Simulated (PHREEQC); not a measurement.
**Alkaline etch or developer (model solution)**

A solution holds 0.1 mol/kgw NaOH, at 70 °C. Closed to the air; pH follows from the charge balance.

The numbers come from PHREEQC with the Pitzer model, pitzer.dat.

Each row changes one thing in this solution. No solid was allowed to form.

```json
[
 {"case": "as made", "pH": "11.67", "ionic strength (mol/kgw)": "0.100"},
 {"case": "NaOH replaced by Na2CO3 at the same molality", "pH": "[?]", "ionic strength (mol/kgw)": "0.290"},
 {"case": "0.0049 mol/kgw Sr(OH)2 added", "pH": "[?]", "ionic strength (mol/kgw)": "0.115"},
 {"case": "diluted 2-fold with water", "pH": "[?]", "ionic strength (mol/kgw)": "0.0500"},
 {"case": "temperature from 70 to 30 °C", "pH": "12.72", "ionic strength (mol/kgw)": "0.100"},
 {"case": "diluted 5-fold with water", "pH": "[?]", "ionic strength (mol/kgw)": "[?]"}
]
```

Problem. Some entries are withheld; supply them.

Solution. 
- NaOH replaced by Na2CO3 at the same molality, pH: 10.61
- 0.0049 mol/kgw Sr(OH)2 added, pH: 11.70
- diluted 2-fold with water, pH: 11.40
- diluted 5-fold with water, pH: 11.03
- diluted 5-fold with water, ionic strength (mol/kgw): 0.0200

Complexes and solids missing from the database can't appear. Away from 25 °C the constants follow the database's enthalpies or fits; those with neither stay at their 25 °C values.
